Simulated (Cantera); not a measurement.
Input (Python, Cantera) and output of one run.

```python
import numpy as np
import cantera as ct

gas_names = """
    CL CL2 H HCL H2 Si SiCL SiCL2 SiCL3 SiCL4 SiH SiHCL3 SiH2 SiH2CL2 SiH3 SiH3CL SiH4 Si2 Si3
""".split()
cond_names = """
    Si(cr) Si(L)
""".split()


def load(file, names, dense=False):
    # The tables refer to 1 bar. Condensed volumes are neglected.
    table = {s.name: s for s in ct.Species.list_from_file(file)}
    out = []
    for n in names:
        d = dict(table[n].input_data)
        d["thermo"] = dict(d["thermo"], **{"reference-pressure": 1e5})
        if dense:
            d["equation-of-state"] = {"model": "constant-volume", "density": "1e6 g/cm^3"}
        out.append(ct.Species.from_dict(d))
    return out


gas = ct.Solution(thermo="ideal-gas", species=load("nasa_gas.yaml", gas_names))
cond = {s.name: ct.Solution(thermo="fixed-stoichiometry", species=[s], name=s.name)
        for s in load("nasa_condensed.yaml", cond_names, dense=True)}
atoms = {
    'SiH2Cl2': {'Si': 1, 'H': 2, 'CL': 2},
    'Cl2': {'CL': 2},
    'H2': {'H': 2},
}
top_T = {}  # K; cautious upper limits of use, not melting points


def equilibrate(T, P, feed):
    n = {}
    for name, mol in feed.items():
        for a, k in atoms[name].items():
            n[a] = n.get(a, 0.0) + k * mol
    gas.TPX = T, P, n
    mass = sum(n.values()) * gas.mean_molecular_weight
    gas.equilibrate("TP")
    valid = [c for c in cond.values() if c.min_temp <= T <= top_T.get(c.name, c.max_temp)]
    mix = ct.Mixture([(gas, mass / gas.mean_molecular_weight)] + [(c, 0.0) for c in valid])
    mix.T, mix.P = T, P
    mix.equilibrate("TP", solver="gibbs", rtol=1e-10, max_steps=50000)
    return mix


results = []
feed = {'SiH2Cl2': 1, 'Cl2': 0.042, 'H2': 480}  # mol
T = 875  # K
P = 20000  # Pa
mix = equilibrate(T, P, feed)
results.append((T, P, feed, dict(zip(mix.species_names, mix.species_moles))))
print(gas.report(threshold=0.001))
for i in range(1, mix.n_phases):
    print(f"{mix.phase(i).name:16s} {mix.phase_moles(i):12.5e} mol")
```

Output:

```
       temperature   875 K
          pressure   20000 Pa
           density   0.0060302 kg/m^3
  mean mol. weight   2.1935 kg/kmol
   phase of matter   gas

                          1 kg             1 kmol
                     ---------------   ---------------
          enthalpy        7.4501e+06        1.6342e+07  J
   internal energy        4.1335e+06        9.0669e+06  J
           entropy             80266        1.7607e+05  J/K
    Gibbs function       -6.2783e+07       -1.3772e+08  J
 heat capacity c_p             13655             29953  J/K
 heat capacity c_v            9864.6             21638  J/K

                      mass frac. Y      mole frac. X     chem. pot. / RT
                     ---------------   ---------------   ---------------
               HCL          0.021078         0.0012682           -44.919
                H2           0.91703           0.99779           -18.796
     [  +17 minor]          0.061888        0.00094646

Si(cr)            5.44196e-01 mol
```

Cantera equilibrium calculation (NASA polynomials, part measured and part estimated; ideal gas, pure solids and liquids).
